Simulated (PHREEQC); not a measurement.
Make-up at 72 °C: 0.0026 mol NH4HF2, 0.0042 mol (NH4)2SiF6, 0.06 mol H3AsO4 and 0.00015 mol H2SO4 per kg of water. Closed to the air; pH follows from the charge balance.

All values are PHREEQC results (ion-association model, wateq4f.dat), not measurements.

Each row changes one thing in this solution. This is a speciation only: nothing precipitates in the calculation.

```csv
case,pH,ionic strength (mol/kgw),H3AsO4 (mol/kgw),H2AsO4- (mol/kgw),HF (mol/kgw),SiF6-2 (mol/kgw),SI of Chalcedony (SiO2)
as made,1.99,0.0256,0.0431,0.0169,0.0138,0.00265,+0.27
NH4HF2 from 0.0026 to 0.0013 mol/kgw,1.98,0.0242,0.0435,0.0165,0.0133,0.00232,+0.36
NH4HF2 from 0.0026 to 0.00052 mol/kgw,1.97,0.0234,0.0437,0.0163,0.0129,0.00213,+0.40
(NH4)2SiF6 from 0.0042 to 0.00042 mol/kgw,1.95,0.0161,0.0444,0.0156,0.00739,1.21e-5,-0.31
0.026 mol/kgw HBr added,1.61,0.0419,0.0512,0.00884,0.0167,0.00221,+0.39
0.00068 mol/kgw KF added,2.00,0.0261,0.0428,0.0172,0.0140,0.00274,+0.25
diluted 2-fold with water,2.17,0.0138,0.0190,0.0110,0.0102,0.000737,+0.22
```

Some of these states are supersaturated (in Quartz (slow to form), Chalcedony (slow to form), for instance). Constants without temperature data keep their 25 °C values here. SiF6-2 is the database's only silicon fluoride.
